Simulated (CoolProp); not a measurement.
CH2F2 (R32) along the isobar 123 kPa: density (kg/m³) from the reference equation and from simpler models built on Tc = 78.1 °C, pc = 5783 kPa, ω = 0.277; each cubic takes its own stable root.

Model: reference Helmholtz-energy equation of state, Tillner-Roth 1997, in CoolProp.

```tsv
T (°C)	phase	reference	van der Waals	Redlich-Kwong	Peng-Robinson
-106.55	liquid	1355	684.9	1018	1168
-78.45	liquid	1285	4.054	967.4	1122
-50.45	liquid	1210	3.521	3.548	1065
-22.35	gas	3.162	3.112	3.128	3.138
5.75	gas	2.814	2.790	2.799	2.805
33.85	gas	2.541	2.529	2.534	2.538
61.95	gas	2.319	2.313	2.316	2.318
90.05	gas	2.135	2.131	2.133	2.135
```

At some of these states van der Waals, Redlich-Kwong gives the other phase, because its saturation line lies elsewhere.
